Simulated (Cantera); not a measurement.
A freely propagating, adiabatic, planar premixed flame of 12.8 % CH4, 18.3 % O2, 68.8 % N2, equivalence ratio 1.4, unburnt at 700 K and 500000 Pa; unity-Lewis-number transport, grid criteria slope 0.08 and curve 0.16, no radiation.

Computed with Cantera and GRI-Mech 3.0 (53 species, 325 reactions). Unity Lewis numbers drop preferential diffusion, which matters most where H2 and H carry the flame. Burning velocities carry a grid error of a few per cent, more on coarse grids.

Task: Predict: laminar burning velocity; thermal thickness; peak x(HO2); peak x(H); peak x(O).

Result: 
```
Item                          Value
------------------------  ---------
laminar burning velocity  40.9 cm/s
thermal thickness          0.177 mm
peak x(HO2)                 5.85e-5
peak x(H)                   0.00282
peak x(O)                   9.50e-5
```
